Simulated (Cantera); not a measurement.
# C₂F₆ + CH₄ (fluorocarbon and chlorocarbon gases)

Charge: 1 mol C₂F₆, 0.068 mol CH₄, at 42.0 mbar.

Equilibrium computed with Cantera from the NASA thermochemical tables; the gas is ideal and each condensed phase is pure. Candidate condensed phases: C, C₆H₆, C₇H₈, C₈H₁₈; 95 gas species. The feed counts by its element totals alone. The tables' values for C₂F₄ are old estimates; treat these amounts as uncertain. Gases not in the tables: C₂F₆ and larger saturated fluorocarbons. Equilibrium is a limit: real reactors are often held back by kinetics, nucleation or transport.

From 2302 °C to 2902 °C the condensed part is C(graphite). At 3002 °C nothing is condensed. The main C-bearing gas is CF₂ at 2302 °C and C₃ at 3002 °C. The share of C in condensed phases is highest at 2702 °C (37.5 %) and lowest at 3002 °C (0.0 %).

```json
[
 {"T (°C)": "2302", "x F": "0.398", "x CF₂": "0.454", "x CF": "0.0163", "x HF": "0.0732", "x C₃": "3.67e-5", "x CF₄": "0.0454", "x CF₃": "0.0127", "x C": "1.08e-5", "n C(graphite)": "0.104"},
 {"T (°C)": "2402", "x F": "0.503", "x CF₂": "0.384", "x CF": "0.0271", "x HF": "0.0651", "x C₃": "0.000150", "x CF₄": "0.0127", "x CF₃": "0.00719", "x C": "3.75e-5", "n C(graphite)": "0.264"},
 {"T (°C)": "2502", "x F": "0.595", "x CF₂": "0.297", "x CF": "0.0414", "x HF": "0.0595", "x C₃": "0.000551", "x CF₄": "0.00315", "x CF₃": "0.00363", "x C": "0.000119", "n C(graphite)": "0.482"},
 {"T (°C)": "2602", "x F": "0.667", "x CF₂": "0.214", "x CF": "0.0588", "x HF": "0.0551", "x C₃": "0.00185", "x CF₄": "0.000733", "x CF₃": "0.00170", "x C": "0.000349", "n C(graphite)": "0.678"},
 {"T (°C)": "2702", "x F": "0.715", "x CF₂": "0.147", "x CF": "0.0785", "x HF": "0.0515", "x C₃": "0.00568", "x CF₄": "0.000162", "x CF₃": "0.000746", "x C": "0.000949", "n C(graphite)": "0.775"},
 {"T (°C)": "2802", "x F": "0.735", "x CF₂": "0.0957", "x CF": "0.0990", "x HF": "0.0483", "x C₃": "0.0162", "x CF₄": "3.42e-5", "x CF₃": "0.000310", "x C": "0.00242", "n C(graphite)": "0.664"},
 {"T (°C)": "2902", "x F": "0.723", "x CF₂": "0.0587", "x CF": "0.118", "x HF": "0.0446", "x C₃": "0.0431", "x CF₄": "6.67e-6", "x CF₃": "0.000119", "x C": "0.00581", "n C(graphite)": "0.104"},
 {"T (°C)": "3002", "x F": "0.742", "x CF₂": "0.0315", "x CF": "0.113", "x HF": "0.0419", "x C₃": "0.0515", "x CF₄": "1.33e-6", "x CF₃": "4.31e-5", "x C": "0.0103", "n C(graphite)": "0"}
]
```
x: gas mole fraction; n: condensed amount in mol.
